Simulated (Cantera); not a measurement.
Charge: 1 mol PbO, a varied amount of C, 0.61 mol H2, equilibrated at 1250 K and 3900 Pa.

Cantera equilibrium calculation (NASA polynomials, part measured and part estimated; ideal gas, pure solids and liquids). Candidate condensed phases: C, C6H6, C7H8, C8H18, H2O, Pb, PbO, PbO2, Pb3O4; 113 gas species. Rates play no part.

Question: Which condensed phases are stable at each of these points (n(C) (mol)): 0.51, 0.65, 0.82, 1.1, 1.3, 1.7, 2.2?

Answer: 
| n(C) (mol) | condensed phases | Pb condensed (%) |
|---|---|---|
| 0.51 | Pb(l) | 96.0 |
| 0.65 | Pb(l) | 95.5 |
| 0.82 | Pb(l) | 94.9 |
| 1.1 | C(graphite) + Pb(l) | 94.3 |
| 1.3 | C(graphite) + Pb(l) | 94.3 |
| 1.7 | C(graphite) + Pb(l) | 94.3 |
| 2.2 | C(graphite) + Pb(l) | 94.3 |

From 0.51 mol C to 0.82 mol C the condensed part is Pb(l). From 1.1 mol C to 2.2 mol C the condensed part is C(graphite) + Pb(l).
